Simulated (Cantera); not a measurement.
A freely propagating, adiabatic, planar premixed flame of CH₄ : O₂ : N₂ = 1 : 2 : 8.2 (molar parts), unburnt at 425 K and 4730 Torr; mixture-averaged transport, grid criteria slope 0.08 and curve 0.16, no radiation.

Cantera simulation using GRI-Mech 3.0 (53 species, 325 reactions); the numbers are that mechanism's predictions, not measurements. Burning velocities carry a grid error of a few per cent, more on coarse grids.

Q: Predict: laminar burning velocity; thermal thickness; peak x(HCN); peak x(C₂H₆); peak x(CH₃); peak x(C₂H).

A: 
```
Property                     Result
------------------------  ---------
laminar burning velocity  26.1 cm/s
thermal thickness          0.132 mm
peak x(HCN)                 4.02e-6
peak x(C₂H₆)               0.000684
peak x(CH₃)                 0.00123
peak x(C₂H)                 2.31e-7
```
